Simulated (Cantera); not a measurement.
A closed system holds: 1 mol HMDSO, 1.6 mol H2O, 100 mol N2, held at 16.0 mbar.

Method: chemical equilibrium by Gibbs-energy minimisation in Cantera with the NASA 1993 tables (ideal gas, pure condensed phases). Candidate condensed phases: C, C6H6, C7H8, C8H18, H2O, Si, SiC, SiO2, Si2N2O, Si3N4; 151 gas species. The feed counts by its element totals alone. N2 is the only nitrogen source here; it is nearly inert below about 1500 K, so the nitride shown seldom forms there in practice. Equilibrium is a limit: real reactors are often held back by kinetics, nucleation or transport.

Which condensed phases are stable at each of these points (T (K)): 900, 950, 1000, 1050, 1100, 1150, 1200, 1250, 1300, 1350, 1400?


```tsv
T (K)	condensed phases	Si condensed (%)
900	C(graphite) + SiO2(β-quartz) + Si2N2O(s)	100.0
950	C(graphite) + SiO2(β-quartz) + Si2N2O(s)	100.0
1000	C(graphite) + SiO2(β-quartz) + Si2N2O(s)	100.0
1050	C(graphite) + Si2N2O(s)	100.0
1100	C(graphite) + Si2N2O(s)	100.0
1150	C(graphite) + Si2N2O(s)	100.0
1200	C(graphite) + Si2N2O(s)	100.0
1250	C(graphite) + Si2N2O(s)	100.0
1300	C(graphite) + Si2N2O(s)	100.0
1350	C(graphite) + Si2N2O(s)	100.0
1400	C(graphite) + Si2N2O(s)	100.0
```

From 900 K to 1000 K the condensed part is C(graphite) + SiO2(β-quartz) + Si2N2O(s). From 1050 K to 1400 K the condensed part is C(graphite) + Si2N2O(s).
